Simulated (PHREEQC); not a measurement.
## Alkaline etch or developer

Dissolve 35 mmol/kgw NH3, 0.085 mmol/kgw H4SiO4 and 8.9 mmol/kgw Na2CO3 at 25 °C. Closed to the air; pH follows from the charge balance.

All values are PHREEQC results (ion-association model, wateq4f.dat), not measurements.

```yaml
pH: 11.06
ionic_strength: 0.0241 mol/kgw
total_alkalinity: 52.8 meq/kg
```

| species | molality | activity | log γ |
|---|---|---|---|
| NH3 | 0.0344 | 0.0344 | 0.000 |
| Na+ | 0.0166 | 0.0143 | -0.064 |
| CO3-2 | 0.00688 | 0.00388 | -0.248 |
| OH- | 0.00135 | 0.00116 | -0.067 |
| NaCO3- | 0.00120 | 0.00104 | -0.062 |
| HCO3- | 0.000824 | 0.000714 | -0.062 |
| NH4+ | 0.000605 | 0.000521 | -0.065 |
| H3SiO4- | 8.00e-5 | 6.88e-5 | -0.066 |
| NaHCO3 | 5.72e-6 | 5.75e-6 | 0.002 |
| H4SiO4 | 4.00e-6 | 4.03e-6 | 0.002 |
| H2SiO4-2 | 9.60e-7 | 5.42e-7 | -0.248 |
| CO2 | 1.38e-8 | 1.39e-8 | 0.002 |

Precipitation was switched off in this run.
